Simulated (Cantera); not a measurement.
A perfectly stirred reactor is fed with CH₄ : H₂ = 1 : 54 (molar parts), at 160000 Pa; it is held at 2023 K, and followed from long to short residence time.

Cantera simulation using GRI-Mech 3.0 (53 species, 325 reactions); the numbers are that mechanism's predictions, not measurements. GRI-Mech 3.0 stops at C3 and has no aromatics, soot or wall deposition, so with more carbon than oxygen in the feed, carbon stays in small species such as C2H2 where larger ones or solid carbon would form.

One state of this run: x CH₄ = 0.00761; x H₂ = 0.986; x C₂H₂ = 0.00502; x H = 0.00148; x C₂H = 1.53e-7; x CH₂ = 4.31e-7. x: mole fraction; the columns are a selection and need not sum to one.

**Question.** Which value of τ (s) does it belong to?
(A) 0.028
(B) 0.46
(C) 0.00069
(D) 0.011

**Answer.** D, 0.011
